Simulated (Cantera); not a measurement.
**Silicon etching in halogen gases: Si + NF3 + N2**

Charge: 1 mol Si, 5.3 mol NF3, 14 mol N2, at 775 K and 1.20 Pa.

These are equilibrium values from Cantera (NASA tables, ideal gas, pure condensed phases), not measurements of a reactor. Candidate condensed phases: Si, Si3N4; 16 gas species. Rates play no part.

| Quantity | Value |
|---|---|
| x(N2) | 0.588 |
| x(F) | 0.334 |
| x(F2) | 0.0429 |
| x(SiF4) | 0.0353 |
| x(NF3) | 3.12e-6 |
| gas amount | 28.34 mol |
| log10 activity of Si(s) (absent) | -95.16 |
